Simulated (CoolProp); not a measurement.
The fluid at 450.7 K and 13.5 MPa flows at 0.23 m/s in a round tube of 1 mm bore and 15 µm roughness, fully developed (64/Re and Nu = 3.66 if laminar; Colebrook and Gnielinski if turbulent). The same conditions are run with several fluids, on thermodynamics alone (safety and materials aside).

Values from CoolProp's reference Helmholtz-energy equation of state of each fluid (ethanol: Schroeder 2014; n-heptane: Span 2003; R123: Younglove 1994; n-decane: Lemmon 2006; methanol: de Reuck 1993).

### Question
Rank ethanol, n-heptane, R123, n-decane, methanol by Reynolds number, highest first.

### Answer
R123 (1910), methanol (1180), ethanol (986), n-heptane (932), n-decane (597)

```csv
fluid,Darcy friction factor,pressure drop (Pa/m),heat-transfer coefficient (W/(m² K)),mass flow (kg/h)
ethanol,0.0649,1100,535,0.416
n-heptane,0.0687,1030,346,0.370
R123,0.0334,979,191,0.719
n-decane,0.107,1780,377,0.408
methanol,0.0542,911,649,0.413
```

Transport values come from each fluid's own correlations.
